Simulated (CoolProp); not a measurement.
A simple Rankine cycle with dimethyl carbonate: condensing at 309.15 K, boiler at 0.116 MPa, turbine inlet 382.4 K, turbine efficiency 0.75, pump efficiency 0.8, no recuperator. Each further row changes one setting.

Values from CoolProp's reference Helmholtz-energy equation of state, Zhou 2011.

```csv
case,thermal efficiency (%),net work (kJ/kg),heat in (kJ/kg),turbine exit temperature (K),volume ratio over the turbine
as stated,10.7,53.8,505,340.1,8.48
turbine inlet 402.4 K,10.7,___,___,359.7,8.48
condensing temperature 301.15 K,12.0,62.4,___,333.3,12.3
boiler pressure 0.0812 MPa,9.1,___,506,347.0,6.00
turbine efficiency 0.65,9.2,46.6,505,___,___
```

**Question.** Some entries are withheld; supply them.

**Answer.** 
- turbine inlet 402.4 K, net work (kJ/kg): 56.9
- turbine inlet 402.4 K, heat in (kJ/kg): 533
- condensing temperature 301.15 K, heat in (kJ/kg): 519
- boiler pressure 0.0812 MPa, net work (kJ/kg): 45.9
- turbine efficiency 0.65, turbine exit temperature (K): 345.7
- turbine efficiency 0.65, volume ratio over the turbine: 8.62
